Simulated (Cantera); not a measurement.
Input: 1 mol C3H8, 0.39 mol O2, equilibrated at 61.0 Pa.

Equilibrium computed with Cantera from the NASA thermochemical tables; the gas is ideal and each condensed phase is pure. Candidate condensed phases: C, C6H6, C7H8, C8H18, H2O; 131 gas species. Ions and electrons are included (thermal ionisation). Equilibrium is a limit: real reactors are often held back by kinetics, nucleation or transport.

Problem. Which condensed phases are stable at each of these points (T (K)): 2000, 2500, 3000, 3500, 4000, 4500, 5000?

Solution. 
```tsv
T (K)	condensed phases	C condensed (%)
2000	C(graphite)	73.8
2500	C(graphite)	71.6
3000	gas only	0.0
3500	gas only	0.0
4000	gas only	0.0
4500	gas only	0.0
5000	gas only	0.0
```

From 2000 K to 2500 K the condensed part is C(graphite). From 3000 K to 5000 K nothing is condensed.
